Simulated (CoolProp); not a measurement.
Saturation properties of dodecamethylpentasiloxane (MD3M) (Tc = 354.9 °C, pc = 0.9540 MPa, ω = 0.730).

Model: reference Helmholtz-energy equation of state, Thol 2019, in CoolProp.

```
T (°C)    p (MPa)  liquid density (kg/m³)  vapour density (kg/m³)  enthalpy of vaporisation (kJ/kg)
------  ---------  ----------------------  ----------------------  --------------------------------
52.25    6.195e-5                   843.5                0.008815                             168.4
90.85   0.0007191                   805.9                     [?]                             155.9
129.45   0.004534                   767.1                     [?]                             143.9
168.05    0.01873                     [?]                   2.030                             131.7
206.55    0.05729                   682.7                   5.956                             118.9
245.15     0.1422                   633.9                     [?]                             104.4
283.75     0.3030                   575.8                   33.01                             86.98
322.25        [?]                   496.2                     [?]                               [?]
```

Q: Fill in the missing entries.

A: 
- 90.85, vapour density (kg/m³): 0.09168
- 129.45, vapour density (kg/m³): 0.5272
- 168.05, liquid density (kg/m³): 726.4
- 245.15, vapour density (kg/m³): 14.72
- 322.25, p (MPa): 0.5797
- 322.25, vapour density (kg/m³): 74.11
- 322.25, enthalpy of vaporisation (kJ/kg): 62.68

It boils at 229.9 °C under 1 atm.
